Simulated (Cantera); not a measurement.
A closed system holds: 1 mol Si, 2.7 mol HF, 1.2 mol H₂.

These are equilibrium values from Cantera (NASA tables, ideal gas, pure condensed phases), not measurements of a reactor. Candidate condensed phases: Si; 25 gas species. The tables' values for SiF₂, SiF₃ are old estimates. Kinetics and transport are ignored.

Problem. What condenses at these points (T in °C, P in Pa): (1327, 1); (1052, 100000); (1177, 1); (1102, 140)?

Solution. 
| T (°C) | P in Pa | condensed phases | Si condensed (%) |
|---|---|---|---|
| 1327 | 1 | gas only | 0.0 |
| 1052 | 100000 | Si | 29.2 |
| 1177 | 1 | gas only | 0.0 |
| 1102 | 140 | Si | 26.9 |
